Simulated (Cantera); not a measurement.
Adiabatic ignition

An adiabatic, constant-volume homogeneous reactor starts with 14.0 % CH3OH, 17.5 % O2, 65.7 % N2, 2.80 % CO2, at 1725 K and 0.987 atm.

Detailed kinetics in Cantera: GRI-Mech 3.0 (53 species, 325 reactions). GRI-Mech 3.0 was tuned for natural gas; its chemistry of methanol as a main component is partial and can be far from experiment.

| t (s) | T (K) | P (bar) | x CH3OH | x O2 | x CO2 | x HCN | x NO | x CH2 | x N2O |
|---|---|---|---|---|---|---|---|---|---|
| 3.00e-6 | 1725 | 1.00 | 0.139 | 0.174 | 0.0280 | 9.29e-12 | 8.01e-12 | 1.89e-6 | 1.37e-9 |
| 8.23e-6 | 1727 | 1.00 | 0.136 | 0.172 | 0.0280 | 4.18e-11 | 3.72e-11 | 1.93e-6 | 1.18e-8 |
| 2.26e-5 | 1795 | 1.07 | 0.107 | 0.156 | 0.0276 | 5.67e-10 | 4.84e-10 | 3.77e-6 | 1.12e-7 |
| 6.20e-5 | 2794 | 1.91 | <1e-12 | 0.0229 | 0.0579 | 5.83e-10 | 0.000346 | <1e-12 | 3.37e-7 |
| 0.000170 | 2931 | 1.98 | <1e-12 | 0.0191 | 0.0618 | 3.33e-9 | 0.00273 | <1e-12 | 5.85e-7 |
| 0.000468 | 2924 | 1.97 | <1e-12 | 0.0177 | 0.0615 | 6.56e-9 | 0.00730 | <1e-12 | 6.30e-7 |
| 0.00128 | 2919 | 1.97 | <1e-12 | 0.0169 | 0.0613 | 8.61e-9 | 0.0101 | <1e-12 | 6.83e-7 |
| 0.00352 | 2919 | 1.97 | <1e-12 | 0.0168 | 0.0613 | 8.73e-9 | 0.0103 | <1e-12 | 6.87e-7 |
| 0.00967 | 2919 | 1.97 | <1e-12 | 0.0168 | 0.0613 | 8.74e-9 | 0.0103 | <1e-12 | 6.87e-7 |
| 0.0265 | 2919 | 1.97 | <1e-12 | 0.0168 | 0.0613 | 8.74e-9 | 0.0103 | <1e-12 | 6.87e-7 |
| 0.0729 | 2919 | 1.97 | <1e-12 | 0.0168 | 0.0613 | 8.74e-9 | 0.0103 | <1e-12 | 6.87e-7 |
| 0.200 | 2919 | 1.97 | <1e-12 | 0.0168 | 0.0613 | 8.74e-9 | 0.0103 | <1e-12 | 6.87e-7 |
x: mole fraction; the columns are a selection and need not sum to one.

time of steepest temperature rise: 32.2 µs
temperature at 0.200 s: 2919 K
equilibrium temperature: 2919 K
x(CH3OH) at 0.200 s: <1e-12 (gas-phase equilibrium <1e-12)
x(O2) at 0.200 s: 0.0168 (gas-phase equilibrium 0.0168)
x(CO2) at 0.200 s: 0.0613 (gas-phase equilibrium 0.0613)
